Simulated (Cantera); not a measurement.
Reactions in the system C-Cu-F-H

Cantera with NASA thermochemical tables; ideal gases at 1 bar, condensed phases pure. Values are per mole of reaction as written; species without (g) are pure solids or liquids, kept so even where they would boil at 1 bar.

2 H(g) + 3 CH2F2(g) + 3 Cu → C3H8(g) + 3 CuF2

```tsv
T (K)	ΔH° (kJ)	ΔS° (J/K)	ΔG° (kJ)	log10 K	condensed phases
350	-797.7	-561.5	-601.2	89.72	Cu(s), CuF2(s)
500	-791.5	-546.8	-518.1	54.12	Cu(s), CuF2(s)
650	-783.2	-532.5	-437.1	35.13	Cu(s), CuF2(s)
800	-774.0	-519.6	-358.2	23.39	Cu(s), CuF2(s)
950	-764.3	-508.6	-281.1	15.46	Cu(s), CuF2(s)
1100	-754.1	-498.6	-205.6	9.76	Cu(s), CuF2(s)
1250	-574.8	-337.6	-152.8	6.38	Cu(s), CuF2(l)
1400	-601.2	-356.8	-101.7	3.79	Cu(l), CuF2(l)
1550	-588.4	-348.1	-48.8	1.64	Cu(l), CuF2(l)
```
